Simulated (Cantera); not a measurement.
Input: 1 mol Si₃N₄, 4.1 mol HCl, 5 mol H₂O, held at 748.15 K and 0.590 bar.

Method: chemical equilibrium by Gibbs-energy minimisation in Cantera with the NASA 1993 tables (ideal gas, pure condensed phases). Candidate condensed phases: H₂O, NH₄Cl, Si, SiO₂, Si₂N₂O, Si₃N₄; 47 gas species. Kinetics and transport are ignored.

Problem. What is the equilibrium state?

Solution. 
| Item | Value |
|---|---|
| x(H₂) | 0.464 |
| x(HCl) | 0.381 |
| x(N₂) | 0.155 |
| x(NH₃) | 0.000383 |
| x(SiCl₄) | 1.01e-5 |
| x(H₂O) | 5.41e-6 |
| n(SiO₂(α-quartz)) | 2.33 mol |
| n(Si₂N₂O(s)) | 0.333 mol |
| gas amount | 10.76 mol |
| log10 activity of Si(s) (absent) | -15.42 |
